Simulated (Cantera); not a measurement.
Feed: 1 mol CH₄, 0.3 mol NH₃, 36 mol H₂, at 1900 K and 0.470 bar.

These are equilibrium values from Cantera (NASA tables, ideal gas, pure condensed phases), not measurements of a reactor. Candidate condensed phases: C, C₆H₆, C₇H₈, C₈H₁₈; 92 gas species. Equilibrium is a limit: real reactors are often held back by kinetics, nucleation or transport.

Base state: H₂ 0.994, N₂ 0.00358, H 0.00115, HCN 0.000581, C₂H₂ (acetylene) 0.000380, CH₄ 0.000261, HNC 2.73e-5 (mole fractions); condensed: C(graphite).

Q: What changes in the equilibrium state with this change: temperature from 1900 K to 1523 K?

A: 
| species | before | after |
|---|---|---|
| H₂ | 0.994 | 0.995 |
| N₂ | 0.00358 | 0.00385 |
| CH₄ | 0.000261 | 0.00107 |
| H | 0.00115 | 3.36e-5 |
| C₂H₂ (acetylene) | 0.000380 | 1.18e-5 |
| HNC | 2.73e-5 | 1.39e-6 |
| HCN | 0.000581 | 7.68e-5 |
| C(graphite), mol | 0.937 | 0.955 |
